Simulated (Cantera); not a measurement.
A closed system holds: 1 mol HF, 0.13 mol H2O, 0.0012 mol H2, held at 0.00133 bar.

Equilibrium computed with Cantera from the NASA thermochemical tables; the gas is ideal and each condensed phase is pure. Candidate condensed phases: H2O; 22 gas species. The numbers say what is thermodynamically allowed, not how fast it happens.

x: gas mole fraction; nothing condenses.

| T (°C) | x HF | x H | x F | x H2O | x O | x H2 | x OH | x O2 |
|---|---|---|---|---|---|---|---|---|
| 1677 | 0.877 | 0.00300 | 9.61e-5 | 0.103 | 0.000746 | 0.00916 | 0.00307 | 0.00364 |
| 1827 | 0.866 | 0.0111 | 0.000345 | 0.0881 | 0.00324 | 0.0168 | 0.00690 | 0.00723 |
| 1977 | 0.843 | 0.0323 | 0.00109 | 0.0637 | 0.0108 | 0.0253 | 0.0123 | 0.0115 |
| 2127 | 0.803 | 0.0737 | 0.00329 | 0.0339 | 0.0277 | 0.0286 | 0.0161 | 0.0136 |
| 2277 | 0.751 | 0.128 | 0.0101 | 0.0113 | 0.0522 | 0.0225 | 0.0141 | 0.0107 |
| 2427 | ___ | ___ | ___ | ___ | ___ | ___ | ___ | ___ |
| 2577 | 0.588 | 0.237 | 0.0819 | 0.000477 | 0.0786 | 0.00790 | 0.00420 | 0.00190 |
| 2727 | 0.441 | 0.311 | 0.164 | 0.000102 | 0.0754 | 0.00517 | 0.00205 | 0.000592 |
| 2877 | 0.279 | 0.391 | 0.258 | 2.31e-5 | 0.0684 | 0.00339 | 0.000985 | 0.000182 |
| 3027 | ___ | ___ | ___ | ___ | 0.0620 | ___ | ___ | ___ |
| 3177 | 0.0710 | 0.492 | 0.377 | 1.24e-6 | 0.0580 | 0.00117 | 0.000235 | 2.38e-5 |

Problem. Fill in the missing entries.

Solution. 
- 3027, x HF: 0.149
- 3027, x H: 0.454
- 3027, x F: 0.333
- 3027, x H2O: 5.25e-6
- 3027, x H2: 0.00206
- 3027, x OH: 0.000474
- 3027, x O2: 6.14e-5
- 2427, x HF: 0.687
- 2427, x H: 0.180
- 2427, x F: 0.0313
- 2427, x H2O: 0.00243
- 2427, x O: 0.0720
- 2427, x H2: 0.0134
- 2427, x OH: 0.00839
- 2427, x O2: 0.00530
